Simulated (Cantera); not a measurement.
## Calcination and drying: MgCO₃ + H₂

Feed: 1 mol MgCO₃, a varied amount of H₂, equilibrated at 1825 K and 15.0 mbar.

Cantera equilibrium calculation (NASA polynomials, part measured and part estimated; ideal gas, pure solids and liquids). Candidate condensed phases: C, C₆H₆, C₇H₈, C₈H₁₈, H₂O, Mg, MgCO₃, MgO, Mg(OH)₂; 116 gas species. The numbers say what is thermodynamically allowed, not how fast it happens.

```json
[
 {"n(H₂) (mol)": "0.47", "x H₂": "0.0466", "x CO₂": "0.407", "x CO": "0.273", "x H₂O": "0.272", "x H": "0.000776", "x Mg": "1.11e-5", "n MgO(s)": "1.000"},
 {"n(H₂) (mol)": "0.6", "x H₂": "0.0722", "x CO₂": "0.322", "x CO": "0.302", "x H₂O": "0.302", "x H": "0.000966", "x Mg": "1.55e-5", "n MgO(s)": "1.000"},
 {"n(H₂) (mol)": "0.78", "x H₂": "0.113", "x CO₂": "0.237", "x CO": "0.324", "x H₂O": "0.324", "x H": "0.00121", "x Mg": "2.26e-5", "n MgO(s)": "1.000"},
 {"n(H₂) (mol)": "1", "x H₂": "0.167", "x CO₂": "0.168", "x CO": "0.332", "x H₂O": "0.332", "x H": "0.00147", "x Mg": "3.27e-5", "n MgO(s)": "1.000"},
 {"n(H₂) (mol)": "1.3", "x H₂": "0.240", "x CO₂": "0.111", "x CO": "0.323", "x H₂O": "0.323", "x H": "0.00176", "x Mg": "4.82e-5", "n MgO(s)": "1.000"},
 {"n(H₂) (mol)": "1.7", "x H₂": "0.328", "x CO₂": "0.0700", "x CO": "0.300", "x H₂O": "0.300", "x H": "0.00206", "x Mg": "7.08e-5", "n MgO(s)": "1.000"},
 {"n(H₂) (mol)": "2.2", "x H₂": "0.417", "x CO₂": "0.0440", "x CO": "0.268", "x H₂O": "0.268", "x H": "0.00232", "x Mg": "0.000101", "n MgO(s)": "1.000"},
 {"n(H₂) (mol)": "2.8", "x H₂": "0.500", "x CO₂": "0.0281", "x CO": "0.235", "x H₂O": "0.235", "x H": "0.00254", "x Mg": "0.000138", "n MgO(s)": "0.999"},
 {"n(H₂) (mol)": "3.6", "x H₂": "0.580", "x CO₂": "0.0175", "x CO": "0.200", "x H₂O": "0.200", "x H": "0.00274", "x Mg": "0.000188", "n MgO(s)": "0.999"},
 {"n(H₂) (mol)": "4.7", "x H₂": "0.657", "x CO₂": "0.0105", "x CO": "0.165", "x H₂O": "0.165", "x H": "0.00291", "x Mg": "0.000258", "n MgO(s)": "0.998"},
 {"n(H₂) (mol)": "6", "x H₂": "0.718", "x CO₂": "0.00659", "x CO": "0.136", "x H₂O": "0.136", "x H": "0.00305", "x Mg": "0.000341", "n MgO(s)": "0.998"},
 {"n(H₂) (mol)": "7.8", "x H₂": "0.773", "x CO₂": "0.00397", "x CO": "0.109", "x H₂O": "0.110", "x H": "0.00316", "x Mg": "0.000456", "n MgO(s)": "0.996"}
]
```
x: gas mole fraction; n: condensed amount in mol.

From 0.47 mol H₂ to 7.8 mol H₂ the condensed part is MgO(s). The main Mg-bearing gas is Mg throughout.
